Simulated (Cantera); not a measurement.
Cantera run:

```python
import numpy as np
import cantera as ct

gas_names = [...]  # 95 gases of nasa_gas.yaml made of C, F, H
cond_names = """
    C(gr) C6H6(L) C7H8(L) C8H18(L),n-octa
""".split()


# ... load() reads the species with a 1 bar reference pressure and builds the phases ...
atoms = {
    'c-C4F8': {'C': 4, 'F': 8},
    'F2': {'F': 2},
    'H2': {'H': 2},
}
top_T = {'C(gr)': 4500}  # K; cautious upper limits of use, not melting points


# ... equilibrate(T, P, feed) seeds the gas with the atoms and calls Mixture.equilibrate('TP', solver="vcs", rtol=1e-11, max_steps=5000) ...
results = []
feed = {'c-C4F8': 1, 'F2': 0.38, 'H2': 18}  # mol
P = 1100  # Pa
for T in [1348, 1548, 1748, 1948, 2148, 2348, 2548, 2748, 2948, 3148]:
    mix = equilibrate(T, P, feed)
    results.append((T, P, feed, dict(zip(mix.species_names, mix.species_moles))))

top = {s: max(r[3][s] / sum(r[3][g] for g in gas_names) for r in results) for s in gas_names}
cols = sorted((s for s in top if top[s] > 1e-05), key=lambda s: -top[s])[:7]
seen = [c for c in cond_names if any(r[3].get(c, 0) > 1e-12 for r in results)]
print("log10 of partial pressures in bar; condensed amounts in mol")
print(f"{'T/K':>10s}" + "".join(f"{s[:9]:>10s}" for s in cols + seen))
for T, P, feed, n in results:
    ng = sum(n[g] for g in gas_names)
    print(f"{T:10.4g}" + "".join(f"{np.log10(max(n[s] / ng * P / 1e5, 1e-99)):10.3f}" for s in cols)
          + "".join(f"{n.get(c, 0):10.4g}" for c in seen))
```

Output:

```
log10 of partial pressures in bar; condensed amounts in mol
       T/K         H        H2        HF        C3         F         C C2H2,acet     C(gr)
      1348    -6.723    -2.174    -2.366   -21.000   -12.005   -19.586    -8.094     3.999
      1548    -5.599    -2.174    -2.366   -16.843   -10.206   -15.988    -6.979     3.999
      1748    -4.729    -2.175    -2.366   -13.652    -8.814   -13.217    -6.123     3.997
      1948    -4.037    -2.179    -2.368   -11.129    -7.705   -11.016    -5.448     3.985
      2148    -3.477    -2.193    -2.373    -9.086    -6.799    -9.228    -4.911     3.949
      2348    -3.023    -2.229    -2.385    -7.399    -6.042    -7.745    -4.492     3.861
      2548    -2.665    -2.311    -2.412    -5.986    -5.392    -6.498    -4.191     3.686
      2748    -2.403    -2.469    -2.456    -4.784    -4.814    -5.433    -4.023     3.307
      2948    -2.242    -2.740    -2.521    -3.751    -4.273    -4.514    -4.013     1.372
      3148    -2.159    -3.091    -2.596    -3.549    -3.761    -3.944    -4.582         0
```

These are equilibrium values from Cantera (NASA tables, ideal gas, pure condensed phases), not measurements of a reactor. The feed counts by its element totals alone.
